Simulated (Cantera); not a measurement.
# Stirred combustor or abatement burner

A perfectly stirred reactor is fed with CH4 : O2 : N2 : H2O = 1 : 4.35 : 16.3 : 0.18 (molar parts), at 5.00 bar; it is adiabatic with a 623 K inlet, and is followed from long to short residence time, starting on the burning branch (τ in s: 0.058, 0.029, 0.014, 0.0072, 0.0036, 0.0018, 0.00089, 0.00044, 0.00022, 0.00011, 5.5e-05, 2.7e-05, 1.4e-05).

Computed with Cantera and GRI-Mech 3.0 (53 species, 325 reactions).

```json
[
 {"τ (s)": "0.058", "T (K)": "1656", "x CH4": "1.47e-5", "x O2": "0.108", "x C2H": "<1e-12", "x CH3": "2.40e-6", "x CH2": "8.95e-9"},
 {"τ (s)": "0.029", "T (K)": "1655", "x CH4": "2.38e-5", "x O2": "0.108", "x C2H": "2.01e-12", "x CH3": "3.93e-6", "x CH2": "1.74e-8"},
 {"τ (s)": "0.014", "T (K)": "1652", "x CH4": "3.96e-5", "x O2": "0.108", "x C2H": "4.39e-12", "x CH3": "6.49e-6", "x CH2": "3.45e-8"},
 {"τ (s)": "0.0072", "T (K)": "1649", "x CH4": "6.32e-5", "x O2": "0.108", "x C2H": "8.45e-12", "x CH3": "1.01e-5", "x CH2": "6.34e-8"},
 {"τ (s)": "0.0036", "T (K)": "1643", "x CH4": "0.000104", "x O2": "0.108", "x C2H": "1.58e-11", "x CH3": "1.60e-5", "x CH2": "1.17e-7"},
 {"τ (s)": "0.0018", "T (K)": "1633", "x CH4": "0.000177", "x O2": "0.109", "x C2H": "2.83e-11", "x CH3": "2.55e-5", "x CH2": "2.11e-7"},
 {"τ (s)": "0.00089", "T (K)": "1614", "x CH4": "0.000326", "x O2": "0.110", "x C2H": "5.00e-11", "x CH3": "4.23e-5", "x CH2": "3.69e-7"},
 {"τ (s)": "0.00044", "T (K)": "623", "x CH4": "0.0458", "x O2": "0.199", "x C2H": "<1e-12", "x CH3": "<1e-12", "x CH2": "<1e-12"},
 {"τ (s)": "0.00022", "T (K)": "623", "x CH4": "0.0458", "x O2": "0.199", "x C2H": "<1e-12", "x CH3": "<1e-12", "x CH2": "<1e-12"},
 {"τ (s)": "0.00011", "T (K)": "623", "x CH4": "0.0458", "x O2": "0.199", "x C2H": "<1e-12", "x CH3": "<1e-12", "x CH2": "<1e-12"},
 {"τ (s)": "5.5e-5", "T (K)": "623", "x CH4": "0.0458", "x O2": "0.199", "x C2H": "<1e-12", "x CH3": "<1e-12", "x CH2": "<1e-12"},
 {"τ (s)": "2.7e-5", "T (K)": "623", "x CH4": "0.0458", "x O2": "0.199", "x C2H": "<1e-12", "x CH3": "<1e-12", "x CH2": "<1e-12"},
 {"τ (s)": "1.4e-5", "T (K)": "623", "x CH4": "0.0458", "x O2": "0.199", "x C2H": "<1e-12", "x CH3": "<1e-12", "x CH2": "<1e-12"}
]
```
x: mole fraction; the columns are a selection and need not sum to one.
